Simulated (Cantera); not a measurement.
Input: 1 mol HgO, 0.76 mol H2, at 1350 K and 7.10 mbar.

Equilibrium computed with Cantera from the NASA thermochemical tables; the gas is ideal and each condensed phase is pure. Candidate condensed phases: H2O, Hg, HgO; 10 gas species. Rates play no part.

Base state: Hg 0.532, H2O 0.404, O2 0.0638, OH 9.43e-5 (mole fractions); condensed: gas only.

Q: What changes in the equilibrium state with this change: H2 from 0.76 to 0.29 mol?

A: 
```
species   before    after
-------  -------  -------
Hg         0.532    0.608
O2        0.0638    0.216
H2O        0.404    0.176
OH       9.43e-5  8.44e-5
```
